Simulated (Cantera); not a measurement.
An isothermal, constant-pressure homogeneous reactor starts with NO : N2 = 1.3 : 2.8 (molar parts), at 1775 K and 1.00 bar.

Cantera simulation using GRI-Mech 3.0 (53 species, 325 reactions); the numbers are that mechanism's predictions, not measurements.

One state of this run: x NO = 0.136; x NO2 = 0.000236; x N2O = 7.53e-6; x O2 = 0.0905; x O = 2.93e-5. x: mole fraction; the columns are a selection and need not sum to one.

**Question.** Which value of t (s) does it belong to?
A) 0.0807
B) 9.00
C) 6.86e-5
D) 0.000223

**Answer.** B, 9.00
